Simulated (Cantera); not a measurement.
A closed system holds: 1 mol BCl₃, 1.8 mol O₂, 33 mol H₂, held at 10.0 Torr.

Method: chemical equilibrium by Gibbs-energy minimisation in Cantera with the NASA 1993 tables (ideal gas, pure condensed phases). Candidate condensed phases: B, B₂O₃, B₃O₃H₃, H₂O; 33 gas species. The tables' values for BOCl are old estimates; treat these amounts as uncertain. Gases not in the tables: H₃BO₃. Kinetics and transport are ignored.

Problem. At 1523 K, list the 6 most abundant gas species with their mole fractions, and the condensed phases.

Solution. H₂ 0.840, HCl 0.0857, H₂O 0.0467, HBO₂ 0.0270, B₂O₃ 0.000613, HBO 0.000305. Condensed: gas only.
